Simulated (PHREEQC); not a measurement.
1 kg of water holding 10 mmol/kgw KCl and 10 mmol/kgw K2SO4 is evaporated at 75 °C; the solids stay in contact with the brine. CO2 from the air is kept out. Solids allowed: Arcanite, Misenite, Sylvite. Others were left out.

The series has 28 steps of water left (kg), from 1 to 0.005012.

Computed with PHREEQC (Pitzer model, pitzer.dat).

Problem. Which solids form, in which order, and at which step of the series does each first stand?

Solution. Arcanite from water left = 0.01099 kg.

At this temperature some constants are extrapolated from 25 °C, and those without enthalpy data are left unchanged.
